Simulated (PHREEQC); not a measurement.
Na2SO4 is added in steps, without added water, to 1 kg of water holding 0.13 mol/kgw H3PO4 and 0.096 mol/kgw NH3, at 25 °C. Oxygen is held at 0.21 atm. No CO2 enters from the air. Only these solids could form: Mirabilite.

Base run: PHREEQC, ion-association model, wateq4f.dat. Each further column changes one thing. The table gives NH4SO4- (mol/kgw).

```json
[
 {"Na2SO4 added (mol)": "0", "base": "0", "metal-ligand complexes left out": "0", "Debye-Hückel limiting law": "0", "Davies equation for every ion": "0", "all activity coefficients set to 1": "0"},
 {"Na2SO4 added (mol)": "0.0065", "base": "0.00178", "metal-ligand complexes left out": "0.00181", "Debye-Hückel limiting law": "…", "Davies equation for every ion": "0.00179", "all activity coefficients set to 1": "0.00314"},
 {"Na2SO4 added (mol)": "0.00975", "base": "0.00260", "metal-ligand complexes left out": "0.00265", "Debye-Hückel limiting law": "0.00168", "Davies equation for every ion": "0.00262", "all activity coefficients set to 1": "0.00462"},
 {"Na2SO4 added (mol)": "0.01625", "base": "0.00412", "metal-ligand complexes left out": "0.00425", "Debye-Hückel limiting law": "0.00254", "Davies equation for every ion": "0.00417", "all activity coefficients set to 1": "…"},
 {"Na2SO4 added (mol)": "0.02275", "base": "0.00550", "metal-ligand complexes left out": "0.00574", "Debye-Hückel limiting law": "…", "Davies equation for every ion": "0.00560", "all activity coefficients set to 1": "0.00997"},
 {"Na2SO4 added (mol)": "0.026", "base": "0.00615", "metal-ligand complexes left out": "0.00644", "Debye-Hückel limiting law": "0.00352", "Davies equation for every ion": "0.00628", "all activity coefficients set to 1": "0.0112"},
 {"Na2SO4 added (mol)": "0.0325", "base": "0.00736", "metal-ligand complexes left out": "0.00779", "Debye-Hückel limiting law": "0.00403", "Davies equation for every ion": "0.00757", "all activity coefficients set to 1": "0.0135"},
 {"Na2SO4 added (mol)": "0.039", "base": "0.00849", "metal-ligand complexes left out": "0.00906", "Debye-Hückel limiting law": "0.00444", "Davies equation for every ion": "0.00878", "all activity coefficients set to 1": "…"},
 {"Na2SO4 added (mol)": "0.04225", "base": "0.00903", "metal-ligand complexes left out": "0.00967", "Debye-Hückel limiting law": "0.00462", "Davies equation for every ion": "0.00937", "all activity coefficients set to 1": "0.0166"},
 {"Na2SO4 added (mol)": "0.04875", "base": "0.0100", "metal-ligand complexes left out": "0.0108", "Debye-Hückel limiting law": "0.00492", "Davies equation for every ion": "0.0105", "all activity coefficients set to 1": "0.0185"},
 {"Na2SO4 added (mol)": "0.05525", "base": "0.0110", "metal-ligand complexes left out": "0.0119", "Debye-Hückel limiting law": "0.00516", "Davies equation for every ion": "0.0116", "all activity coefficients set to 1": "…"},
 {"Na2SO4 added (mol)": "0.0585", "base": "0.0115", "metal-ligand complexes left out": "0.0125", "Debye-Hückel limiting law": "0.00526", "Davies equation for every ion": "0.0121", "all activity coefficients set to 1": "0.0212"},
 {"Na2SO4 added (mol)": "0.065", "base": "0.0123", "metal-ligand complexes left out": "0.0135", "Debye-Hückel limiting law": "…", "Davies equation for every ion": "0.0131", "all activity coefficients set to 1": "0.0228"}
]
```

**Question.** Fill in the missing entries.

**Answer.** 
- 0.0065, Debye-Hückel limiting law: 0.00118
- 0.01625, all activity coefficients set to 1: 0.00740
- 0.02275, Debye-Hückel limiting law: 0.00323
- 0.039, all activity coefficients set to 1: 0.0156
- 0.05525, all activity coefficients set to 1: 0.0203
- 0.065, Debye-Hückel limiting law: 0.00543

H3PO4, which wateq4f.dat lacks, is added to it with the constant of phreeqc.dat.
